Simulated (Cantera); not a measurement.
What does this Cantera script print?

```python
import numpy as np
import cantera as ct

gas = ct.Solution("gri30.yaml")


def delay(T, t_max=10):
    gas.TPX = T, 2800000, {'CH4': 1, 'H2': 0.66, 'O2': 2.51, 'N2': 9.42, 'H2O': 3.1}
    reactor = ct.IdealGasReactor(gas, clone=False)
    net = ct.ReactorNet([reactor])
    net.rtol, net.atol = 1e-8, 1e-16
    while net.time < t_max:
        t_old, T_old = net.time, reactor.T
        net.step()
        if reactor.T > T + 400:  # ignition: a rise of 400 K
            return t_old + (T + 400 - T_old) / (reactor.T - T_old) * (net.time - t_old)
    return np.nan


taus = []
for T in [1248, 1348, 1448, 1548, 1648, 1748, 1848, 1948, 2048]:
    taus.append(delay(T))
    print(f"T0 = {T:6g} K   tau = {taus[-1]:.4e} s")
```

It prints:

```
T0 =   1248 K   tau = 1.6095e-04 s
T0 =   1348 K   tau = 5.3678e-05 s
T0 =   1448 K   tau = 2.2095e-05 s
T0 =   1548 K   tau = 1.0740e-05 s
T0 =   1648 K   tau = 5.8382e-06 s
T0 =   1748 K   tau = 3.4028e-06 s
T0 =   1848 K   tau = 2.0770e-06 s
T0 =   1948 K   tau = 1.3142e-06 s
T0 =   2048 K   tau = 8.5935e-07 s
```

Cantera simulation using GRI-Mech 3.0 (53 species, 325 reactions); the numbers are that mechanism's predictions, not measurements. The pressure lies above the range GRI-Mech 3.0 was tuned for (to about 10 atm).
